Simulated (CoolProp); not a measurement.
A simple Rankine cycle with n-perfluorobutane: condensing at 307.15 K, boiler at 1.69 MPa, turbine inlet 376 K, turbine efficiency 0.85, pump efficiency 0.8, no recuperator. Each further row changes one setting.

The numbers come from the reference Helmholtz-energy equation of state, Gao 2022 in CoolProp.

```csv
case,thermal efficiency (%),net work (kJ/kg),heat in (kJ/kg),turbine exit temperature (K),volume ratio over the turbine
as stated,9.3,12.3,132,344.9,6.52
turbine inlet 396 K,9.0,13.9,155,367.7,5.75
condensing temperature 299.15 K,10.4,14.6,141,341.6,8.40
boiler pressure 1.18 MPa,7.6,10.6,140,355.7,3.78
turbine efficiency 0.75,8.1,10.7,132,346.6,6.56
```
